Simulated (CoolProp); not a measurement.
A single-stage vapour-compression cycle with trans-2-butene: evaporating at 288.15 K (dew point), condensing at 326.15 K (bubble point), superheat 8 K, subcooling 0 K, compressor efficiency 0.9, no pressure losses. Each further row changes one setting.

The numbers come from the reference Helmholtz-energy equation of state, Lemmon 2005 in CoolProp. It is a short technical equation, of lower accuracy than the large ones.

```tsv
case	cooling COP	pressure ratio	discharge temperature (K)	refrigerating effect (kJ/kg)	volumetric capacity (kJ/m³)
as stated	5.85	3.09	335.9	314	1280
evaporating temperature 293.15 K	6.99	2.62	335.3	321	1520
condensing temperature 321.15 K	6.91	2.71	331.0	327	1330
subcooling 5 K	6.08	3.09	335.9	327	1330
superheat 18 K	5.91	3.09	345.8	331	1290
compressor efficiency 0.8	5.20	3.09	339.4	314	1280
```
